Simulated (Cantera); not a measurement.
What does this Cantera script print?

```python
import numpy as np
import cantera as ct

gas = ct.Solution("h2o2.yaml")
gas.TPX = 500, 15000, {'H2': 1, 'O2': 0.417, 'N2': 1.57}
flame = ct.FreeFlame(gas, width=0.15)
flame.set_refine_criteria(ratio=3, slope=0.08, curve=0.16)
flame.transport_model = "unity-Lewis-number"
flame.solve(loglevel=0, auto=True)
z, T = flame.grid, flame.T
thick = (T[-1] - T[0]) / np.gradient(T, z).max()
show = ['H2', 'O2', 'H2O', 'O', 'H', 'H2O2']
print(f"laminar burning velocity  {flame.velocity[0] * 100:.3f} cm/s")
print(f"burnt temperature         {T[-1]:.1f} K")
print(f"thermal thickness         {thick * 1e3:.4f} mm")
print(f"grid points               {len(z)}")
z0 = z[flame.heat_release_rate.argmax()]
print(f"{'z/mm':>9s}{'T/K':>9s}{'u/(m/s)':>9s}" + "".join(f"{s:>11s}" for s in show))
rows = []
for k in (-3, -2, -1.5, -1, -0.5, -0.25, 0, 0.25, 0.5, 1, 2, 4, 8):
    zz = z0 + k * thick
    rows.append([k * thick, np.interp(zz, z, T), np.interp(zz, z, flame.velocity),
                 *(np.interp(zz, z, flame.X[gas.species_index(s)]) for s in show)])
    print(f"{rows[-1][0] * 1e3:9.3f}{rows[-1][1]:9.1f}{rows[-1][2]:9.3f}" + "".join(f"{x:11.3e}" for x in rows[-1][3:]))
```

It prints:

```
laminar burning velocity  298.121 cm/s
burnt temperature         2408.2 K
thermal thickness         3.9072 mm
grid points               126
     z/mm      T/K  u/(m/s)         H2         O2        H2O          O          H       H2O2
  -11.722    500.0    2.981  3.348e-01  1.396e-01  2.586e-10  4.518e-15  7.569e-16  2.980e-13
   -7.814    500.0    2.981  3.348e-01  1.396e-01  1.337e-08  1.325e-12  2.220e-13  1.387e-11
   -5.861    500.0    2.981  3.348e-01  1.396e-01  2.642e-07  8.105e-11  1.373e-11  2.734e-10
   -3.907    500.1    2.982  3.348e-01  1.396e-01  9.218e-06  7.476e-09  1.823e-09  9.491e-09
   -1.954    512.0    3.051  3.335e-01  1.389e-01  1.501e-03  4.029e-06  2.740e-05  9.787e-07
   -0.977    672.6    3.969  3.104e-01  1.280e-01  2.557e-02  2.059e-04  4.365e-03  1.493e-06
    0.000   1111.7    6.395  1.656e-01  6.737e-02  1.464e-01  5.662e-03  6.754e-02  5.505e-07
    0.977   1382.0    7.813  7.099e-02  2.479e-02  2.259e-01  1.162e-02  1.050e-01  7.287e-07
    1.954   1505.7    8.431  6.774e-02  1.966e-02  2.364e-01  1.187e-02  9.497e-02  5.866e-07
    3.907   1647.8    9.122  7.130e-02  1.695e-02  2.438e-01  1.092e-02  7.885e-02  3.591e-07
    7.814   1807.3    9.876  7.393e-02  1.397e-02  2.533e-01  9.199e-03  6.190e-02  1.842e-07
   15.629   1968.4   10.615  7.468e-02  1.082e-02  2.646e-01  7.036e-03  4.628e-02  9.445e-08
   31.257   2120.4   11.291  7.367e-02  7.742e-03  2.771e-01  4.825e-03  3.293e-02  5.399e-08
```

Detailed kinetics in Cantera: the H2/O2 subset of GRI-Mech 3.0, which has no nitrogen chemistry. Unity Lewis numbers drop preferential diffusion, which matters most where H2 and H carry the flame. Burning velocities carry a grid error of a few per cent, more on coarse grids.
